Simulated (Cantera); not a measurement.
Abatement and gas-phase synthesis: HF + SO2 + N2

Charge: 1 mol HF, 0.24 mol SO2, 3.4 mol N2, held at 2.60 mbar.

Equilibrium computed with Cantera from the NASA thermochemical tables; the gas is ideal and each condensed phase is pure. Candidate condensed phases: H2O, H2SO4, S; 62 gas species. Equilibrium is a limit: real reactors are often held back by kinetics, nucleation or transport.

```
T (°C)   x N2    x HF      x F       x H      x O     x SO2       x S      x SO
------  -----  ------  -------  --------  -------  --------  --------  --------
1900    0.726   0.212  0.00178  0.000837  0.00247    0.0414  0.000615   0.00924
2050    0.718   0.207  0.00434   0.00277  0.00785    0.0320   0.00231    0.0164
2200    0.704   0.198  0.00978   0.00753   0.0197    0.0196   0.00691    0.0231
2350    0.682   0.181   0.0202    0.0174   0.0386   0.00836    0.0160    0.0236
2500    0.656   0.156   0.0377    0.0348   0.0587   0.00221    0.0275    0.0164
2650    0.630   0.122   0.0635    0.0609   0.0719  0.000382    0.0359   0.00800
2800    0.604  0.0836   0.0945    0.0925   0.0772   5.35e-5    0.0393   0.00321
2950    0.583  0.0485    0.123     0.122   0.0782   7.58e-6    0.0399   0.00124
3100    0.568  0.0244    0.143     0.142   0.0779   1.22e-6    0.0397  0.000506
```
x: gas mole fraction; nothing condenses.

From 1900 °C to 3100 °C nothing is condensed.
